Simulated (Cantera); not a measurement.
Feed: 1 mol Fe₂O₃, 1.5 mol CH₄, a varied amount of N₂, held at 1748 K and 1.33 mbar.

These are equilibrium values from Cantera (NASA tables, ideal gas, pure condensed phases), not measurements of a reactor. Candidate condensed phases: C, C₆H₆, C₇H₈, C₈H₁₈, Fe, Fe(CO)₅, FeO, Fe(OH)₂, Fe(OH)₃, Fe₂O₃, Fe₃O₄, H₂O; 140 gas species. Mutual solubility and eutectic melting of coexisting phases are not modelled. The tables' stoichiometric FeO is somewhat more stable than real wüstite, so its field is too wide. FeO: taken at fixed stoichiometry. The numbers say what is thermodynamically allowed, not how fast it happens.

Problem. At 9 mol N₂, list the 7 most abundant gas species with their mole fractions, and the condensed phases.

Solution. N₂ 0.659, H₂ 0.149, CO 0.0974, H₂O 0.0691, CO₂ 0.0125, Fe 0.0101, H 0.00242. Condensed: Fe(δ) + FeO(l).
